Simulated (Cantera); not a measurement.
A perfectly stirred reactor is fed with CH4 : O2 : N2 = 1 : 4 : 15 (molar parts), at 1500 Torr; it is adiabatic with a 300 K inlet, and is followed from long to short residence time, starting on the burning branch (τ in s: 0.074, 0.031, 0.013, 0.0057, 0.0024, 0.001, 0.00044, 0.00019, 8e-05).

Detailed kinetics in Cantera: GRI-Mech 3.0 (53 species, 325 reactions).

What does this change do: inlet temperature 300 to 748 K?


```tsv
quantity	before	after
blow-out, bracketed by the residence times tried	burning at 5.70 ms, out at 2.40 ms	burning at 80.0 µs, the shortest tried
x(CH4) at τ = 74.0 ms	3.81e-5	7.60e-6
x(O2) at τ = 74.0 ms	0.100	0.0998
x(H2) at τ = 74.0 ms	2.81e-5	4.65e-5
x(NO) at τ = 74.0 ms	1.24e-6	2.46e-5
x(CO2) at τ = 74.0 ms	0.0495	0.0498
x(CH4) at τ = 2.40 ms	0.0500	7.40e-5
x(O2) at τ = 2.40 ms	0.200	0.100
x(H2) at τ = 2.40 ms	<1e-12	0.000363
x(NO) at τ = 2.40 ms	<1e-12	1.03e-5
x(CO2) at τ = 2.40 ms	<1e-12	0.0479
```

What does this change do: inlet temperature 300 to 475 K?


```
quantity                                                                      before                                after
------------------------------------------------  ----------------------------------  -----------------------------------
blow-out, bracketed by the residence times tried  burning at 5.70 ms, out at 2.40 ms  burning at 1.00 ms, out at 0.440 ms
x(CH4) at τ = 74.0 ms                                                        3.81e-5                              1.86e-5
x(O2) at τ = 74.0 ms                                                           0.100                                0.100
x(H2) at τ = 74.0 ms                                                         2.81e-5                              3.02e-5
x(NO) at τ = 74.0 ms                                                         1.24e-6                              3.32e-6
x(CO2) at τ = 74.0 ms                                                         0.0495                               0.0497
x(CH4) at τ = 2.40 ms                                                         0.0500                             0.000188
x(O2) at τ = 2.40 ms                                                           0.200                                0.101
x(H2) at τ = 2.40 ms                                                          <1e-12                             0.000305
x(NO) at τ = 2.40 ms                                                          <1e-12                              1.83e-6
x(CO2) at τ = 2.40 ms                                                         <1e-12                               0.0468
```
